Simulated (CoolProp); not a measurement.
A closed Brayton cycle with nitrogen: compressor inlet 318.15 K and 3 MPa, high pressure 6.46 MPa, turbine inlet 900 K, compressor efficiency 0.85, turbine efficiency 0.93, recuperator effectiveness 0.95 (on enthalpy, no pinch check). Each further row changes one setting.

The numbers come from the reference Helmholtz-energy equation of state, Span 2000 in CoolProp.

```csv
case,thermal efficiency (%),net work (kJ/kg),compressor to turbine work,compressor exit (K),turbine exit (K)
as stated,40.3,79.3,0.55,410.6,746.7
turbine inlet 850 K,37.6,69.4,0.58,410.6,703.9
compressor inlet 328.15 K,38.9,76.1,0.57,423.4,746.7
high pressure 5.49 MPa,40.8,67.1,0.52,389.3,777.1
recuperator effectiveness 0.5,22.0,79.3,0.55,410.6,746.7
```
